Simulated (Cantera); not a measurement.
What does this Cantera script print?

```python
import numpy as np
import cantera as ct

gas = ct.Solution("h2o2.yaml")
gas.TPX = 348, 100000, {'H2': 1, 'O2': 0.25, 'N2': 0.94, 'H2O': 0.2}
flame = ct.FreeFlame(gas, width=0.04)
flame.set_refine_criteria(ratio=3, slope=0.08, curve=0.16)
flame.transport_model = "mixture-averaged"
flame.solve(loglevel=0, auto=True)
z, T = flame.grid, flame.T
thick = (T[-1] - T[0]) / np.gradient(T, z).max()
show = ['H2', 'O2', 'H', 'OH', 'O', 'HO2']
print(f"laminar burning velocity  {flame.velocity[0] * 100:.3f} cm/s")
print(f"burnt temperature         {T[-1]:.1f} K")
print(f"thermal thickness         {thick * 1e3:.4f} mm")
print(f"grid points               {len(z)}")
z0 = z[flame.heat_release_rate.argmax()]
print(f"{'z/mm':>9s}{'T/K':>9s}{'u/(m/s)':>9s}" + "".join(f"{s:>11s}" for s in show))
rows = []
for k in (-3, -2, -1.5, -1, -0.5, -0.25, 0, 0.25, 0.5, 1, 2, 4, 8):
    zz = z0 + k * thick
    rows.append([k * thick, np.interp(zz, z, T), np.interp(zz, z, flame.velocity),
                 *(np.interp(zz, z, flame.X[gas.species_index(s)]) for s in show)])
    print(f"{rows[-1][0] * 1e3:9.3f}{rows[-1][1]:9.1f}{rows[-1][2]:9.3f}" + "".join(f"{x:11.3e}" for x in rows[-1][3:]))
```

It prints:

```
laminar burning velocity  306.146 cm/s
burnt temperature         1924.7 K
thermal thickness         0.3161 mm
grid points               120
     z/mm      T/K  u/(m/s)         H2         O2          H         OH          O        HO2
   -0.948    348.0    3.061  4.184e-01  1.046e-01  3.833e-16  4.327e-15  1.361e-12  6.149e-12
   -0.632    348.0    3.061  4.184e-01  1.046e-01  1.682e-14  1.986e-13  5.492e-11  4.596e-10
   -0.474    348.0    3.062  4.184e-01  1.046e-01  2.842e-13  4.019e-12  6.234e-10  7.757e-09
   -0.316    348.5    3.064  4.180e-01  1.047e-01  3.905e-11  6.866e-10  1.043e-08  2.393e-07
   -0.158    372.6    3.244  4.113e-01  1.056e-01  1.607e-06  5.644e-06  1.256e-06  9.177e-05
   -0.079    585.0    4.955  3.844e-01  1.020e-01  1.201e-03  6.254e-04  7.337e-05  4.754e-04
    0.000    965.0    7.957  3.313e-01  8.266e-02  1.291e-02  8.435e-04  6.489e-04  1.649e-04
    0.079   1254.0   10.215  2.691e-01  4.884e-02  3.345e-02  1.665e-03  1.873e-03  6.919e-05
    0.158   1420.4   11.531  2.258e-01  1.999e-02  4.795e-02  2.451e-03  1.792e-03  2.558e-05
    0.316   1556.8   12.579  2.042e-01  2.499e-03  5.056e-02  2.815e-03  7.700e-04  2.958e-06
    0.632   1657.6   13.309  2.082e-01  3.500e-04  3.996e-02  2.802e-03  4.421e-04  4.339e-07
    1.264   1746.5   13.934  2.151e-01  1.677e-04  2.803e-02  2.419e-03  2.491e-04  2.191e-07
    2.529   1817.2   14.420  2.209e-01  7.569e-05  1.808e-02  1.812e-03  1.145e-04  1.075e-07
```

Computed with Cantera and the H2/O2 subset of GRI-Mech 3.0, which has no nitrogen chemistry. Burning velocities carry a grid error of a few per cent, more on coarse grids.
